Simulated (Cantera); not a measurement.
## Equilibrium for silicon oxide and oxynitride deposition: SiCl4 + N2O + H2 + O2

Feed: 1 mol SiCl4, 0.3 mol N2O, 4.6 mol H2, 0.065 mol O2, at 1.00 bar.

Cantera equilibrium calculation (NASA polynomials, part measured and part estimated; ideal gas, pure solids and liquids). Candidate condensed phases: H2O, NH4Cl, Si, SiO2, Si2N2O, Si3N4; 47 gas species. Mutual solubility and eutectic melting of coexisting phases are not modelled. The tables' values for SiCl3, SiCl are old estimates; treat these amounts as uncertain. The tables hold silica as quartz up to 1696 K and as liquid above; real silica turns to tridymite and cristobalite and melts near 1996 K. The numbers say what is thermodynamically allowed, not how fast it happens.

```
T (K)   x H2  x HCl  x SiCl2    x SiO    x N2  x SiCl3  n SiO2(condensed)  n Si2N2O(s)
-----  -----  -----  -------  -------  ------  -------  -----------------  -----------
1798   0.471  0.445   0.0414  0.00734  0.0116   0.0137             0.0787        0.223
1823   0.469  0.437   0.0461   0.0106  0.0149   0.0134             0.0790        0.200
1848   0.467  0.427   0.0509   0.0152  0.0189   0.0131             0.0770        0.172
1873   0.464  0.416   0.0557   0.0216  0.0237   0.0126             0.0714        0.138
1898   0.460  0.402   0.0605   0.0305  0.0293   0.0120             0.0601       0.0967
1923   0.454  0.386   0.0649   0.0426  0.0359   0.0113             0.0404       0.0451
1948   0.445  0.376   0.0665   0.0569  0.0413   0.0104            0.00762            0
1973   0.442  0.378   0.0665   0.0588  0.0412  0.00957                  0            0
1998   0.440  0.379   0.0674   0.0588  0.0412  0.00891                  0            0
2023   0.440  0.380   0.0683   0.0588  0.0411  0.00830                  0            0
2048   0.439  0.381   0.0690   0.0587  0.0411  0.00773                  0            0
2073   0.438  0.381   0.0697   0.0587  0.0411  0.00720                  0            0
```
x: gas mole fraction; n: condensed amount in mol.

From 1798 K to 1923 K the condensed part is SiO2(condensed) + Si2N2O(s). At 1948 K the condensed part is SiO2(condensed). From 1973 K to 2073 K nothing is condensed. The main Si-bearing gas is SiCl2 throughout.
